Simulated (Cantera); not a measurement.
A freely propagating, adiabatic, planar premixed flame of 18.4 % H2, 17.0 % O2, 57.8 % N2, 6.79 % H2O, equivalence ratio 0.54, unburnt at 500 K and 0.130 bar; multicomponent+Soret transport, grid criteria slope 0.08 and curve 0.16, no radiation.

Cantera simulation using the H2/O2 subset of GRI-Mech 3.0, which has no nitrogen chemistry; the numbers are that mechanism's predictions, not measurements. Burning velocities carry a grid error of a few per cent, more on coarse grids. Lean hydrogen flames are cellular in practice and burn faster than this planar one.

Problem. Predict: laminar burning velocity; thermal thickness; peak x(OH); peak x(H2O2); peak x(O).

Solution. 
| Item | Value |
|---|---|
| laminar burning velocity | 236 cm/s |
| thermal thickness | 5.07 mm |
| peak x(OH) | 0.00931 |
| peak x(H2O2) | 9.00e-6 |
| peak x(O) | 0.0107 |
